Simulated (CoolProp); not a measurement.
Properties of carbon dioxide along the isotherm 402.75 °C.

Computed with CoolProp (reference Helmholtz-energy equation of state, Span 1996).

| p (kPa) | phase | cp (kJ/(kg K)) | Prandtl number |
|---|---|---|---|
| 4100 | gas | 1.138 | 0.735 |
| 8200 | supercritical | … | … |
| 12300 | supercritical | … | 0.756 |
| 16400 | supercritical | … | 0.767 |
| 20500 | supercritical | 1.227 | 0.779 |
| 24600 | supercritical | … | 0.790 |
| 28700 | supercritical | 1.264 | … |
| 32800 | supercritical | 1.280 | 0.811 |
| 36900 | supercritical | 1.294 | … |

Problem. Fill in the missing entries.

Solution. 
- 8200, cp (kJ/(kg K)): 1.162
- 8200, Prandtl number: 0.744
- 12300, cp (kJ/(kg K)): 1.184
- 16400, cp (kJ/(kg K)): 1.206
- 24600, cp (kJ/(kg K)): 1.246
- 28700, Prandtl number: 0.801
- 36900, Prandtl number: 0.820

Viscosity comes from a separate model (Laesecke 2017). Thermal conductivity comes from a separate model (Huber 2016).
